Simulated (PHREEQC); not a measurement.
Consider water at 25 °C with 0.012 mol AgNO3 per kg of water. Closed to the air; pH follows from the charge balance.

The numbers come from PHREEQC with the ion-association model, wateq4f.dat.

This is a speciation only: nothing precipitates in the calculation.

Q: Predict the pH.

A: pH 6.85.

Complexes and solids missing from the database can't appear.
